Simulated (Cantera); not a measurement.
A Cantera script and what it prints.

```python
import numpy as np
import cantera as ct

gas_names = """
    AL ALCL ALCL2 ALCL3 ALH AL2 AL2CL6 CL CL2 H HCL H2
""".split()
cond_names = """
    AL(cr) AL(L) ALCL3(s) ALCL3(L)
""".split()


def load(file, names, dense=False):
    # The tables refer to 1 bar. Condensed volumes are neglected.
    table = {s.name: s for s in ct.Species.list_from_file(file)}
    out = []
    for n in names:
        d = dict(table[n].input_data)
        d["thermo"] = dict(d["thermo"], **{"reference-pressure": 1e5})
        if dense:
            d["equation-of-state"] = {"model": "constant-volume", "density": "1e6 g/cm^3"}
        out.append(ct.Species.from_dict(d))
    return out


gas = ct.Solution(thermo="ideal-gas", species=load("nasa_gas.yaml", gas_names))
cond = {s.name: ct.Solution(thermo="fixed-stoichiometry", species=[s], name=s.name)
        for s in load("nasa_condensed.yaml", cond_names, dense=True)}
atoms = {
    'Al': {'AL': 1},
    'HCl': {'H': 1, 'CL': 1},
}
top_T = {}  # K; cautious upper limits of use, not melting points


def equilibrate(T, P, feed):
    n = {}
    for name, mol in feed.items():
        for a, k in atoms[name].items():
            n[a] = n.get(a, 0.0) + k * mol
    gas.TPX = T, P, n
    mass = sum(n.values()) * gas.mean_molecular_weight
    gas.equilibrate("TP")
    valid = [c for c in cond.values() if c.min_temp <= T <= top_T.get(c.name, c.max_temp)]
    mix = ct.Mixture([(gas, mass / gas.mean_molecular_weight)] + [(c, 0.0) for c in valid])
    mix.T, mix.P = T, P
    mix.equilibrate("TP", solver="vcs", rtol=1e-11, max_steps=5000)
    return mix


results = []
feed = {'Al': 1, 'HCl': 6.6}  # mol
T = 1225  # K
P = 1333.22  # Pa
mix = equilibrate(T, P, feed)
results.append((T, P, feed, dict(zip(mix.species_names, mix.species_moles))))
print(gas.report(threshold=0.001))
for i in range(1, mix.n_phases):
    print(f"{mix.phase(i).name:16s} {mix.phase_moles(i):12.5e} mol")
```

Output:

```
       temperature   1225 K
          pressure   1333.2 Pa
           density   0.0057422 kg/m^3
  mean mol. weight   43.868 kg/kmol
   phase of matter   gas

                          1 kg             1 kmol
                     ---------------   ---------------
          enthalpy        -2.614e+06       -1.1467e+08  J
   internal energy       -2.8462e+06       -1.2486e+08  J
           entropy            6643.8        2.9145e+05  J/K
    Gibbs function       -1.0753e+07        -4.717e+08  J
 heat capacity c_p            923.68             40520  J/K
 heat capacity c_v            734.14             32206  J/K

                      mass frac. Y      mole frac. X     chem. pot. / RT
                     ---------------   ---------------   ---------------
             ALCL3           0.49802           0.16386           -107.47
               HCL           0.49051           0.59021           -38.725
                H2          0.011299           0.24586           -23.754
     [   +9 minor]        0.00016745        7.3379e-05

AL(L)             0.00000e+00 mol
ALCL3(L)          0.00000e+00 mol
```

These are equilibrium values from Cantera (NASA tables, ideal gas, pure condensed phases), not measurements of a reactor. The tables' values for AlCl2 are old estimates; treat these amounts as uncertain.
